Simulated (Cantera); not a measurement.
# Ignition delay

Mixture: CH₄ : O₂ : N₂ = 1 : 4.17 : 15.7 (molar parts), at 0.987 atm, adiabatic and at constant pressure. Ignition delay is the time to a rise of 400 K.

Model: GRI-Mech 3.0 (53 species, 325 reactions), integrated in Cantera.

```csv
T0 (K),delay (ms)
1148,67.2
1248,16.0
1348,4.50
1448,1.51
1548,0.607
1648,0.284
1748,0.148
```

The apparent activation energy between 1548 and 1748 K comes out as 160 kJ/mol.
